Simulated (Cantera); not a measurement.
Hydrocarbon pyrolysis for carbon deposition

An isothermal, constant-pressure homogeneous reactor starts with CH4 : N2 = 1 : 5 (molar parts), at 1800 K and 0.000109 atm.

Detailed kinetics in Cantera: GRI-Mech 3.0 (53 species, 325 reactions). GRI-Mech 3.0 stops at C3 and has no aromatics, soot or wall deposition, so with more carbon than oxygen in the feed, carbon stays in small species such as C2H2 where larger ones or solid carbon would form. Radical loss at walls, strong at low pressure, is not modelled.

```
t (s)      x CH4     x CH2    x C2H4     x HCN    x C2H6       x H
--------  ------  --------  --------  --------  --------  --------
0.000700   0.167    <1e-12    <1e-12    <1e-12    <1e-12   6.09e-7
0.00165    0.167  2.70e-12    <1e-12    <1e-12    <1e-12   1.07e-6
0.00391    0.167  2.73e-11  8.19e-12    <1e-12    <1e-12   1.43e-6
0.00924    0.167  1.89e-10  2.39e-10    <1e-12  2.35e-12   1.52e-6
0.0218     0.167   1.01e-9   5.53e-9    <1e-12  4.48e-11   1.52e-6
0.0516     0.167   5.06e-9   9.74e-8    <1e-12  6.09e-10   1.54e-6
0.122      0.166   2.56e-8   1.45e-6  1.49e-12   5.91e-9   1.63e-6
0.288      0.166   1.31e-7   1.98e-5  1.37e-11   4.36e-8   2.18e-6
0.682      0.164   6.46e-7  0.000248  1.62e-10   2.75e-7   5.46e-6
1.61       0.156   2.73e-6   0.00250   5.03e-9   1.64e-6   2.80e-5
3.81       0.108   6.22e-6   0.00702   1.97e-7   6.17e-6  0.000173
9.00      0.0457   4.95e-6   0.00136   1.67e-6   2.79e-6  0.000414
```
x: mole fraction; the columns are a selection and need not sum to one.

Equilibrium at this temperature and pressure: CH4 9.93e-8, CH2 1.30e-8, C2H4 1.49e-8, HCN 0.0847, C2H6 <1e-12, H 0.0156 (gas phase only).
